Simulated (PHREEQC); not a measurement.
# Silver or lead bath: an equilibrium model

Consider water at 13 °C with 0.0027 mol/kgw Pb(NO3)2, 0.02 mol/kgw KBr and 0.0014 mol/kgw Zn(NO3)2. Closed to the air; pH follows from the charge balance.

The numbers come from PHREEQC with the ion-association model, wateq4f.dat.

This is a speciation only: nothing precipitates in the calculation.

Question: Estimate the pH.

Answer: pH 5.35.

Question: In which forms is Pb present?

Answer: Pb+2 64 %, PbBr+ 31 %, PbNO3+ 4.0 % of the Pb.

Complexes and solids missing from the database can't appear. Constants without temperature data keep their 25 °C values here.
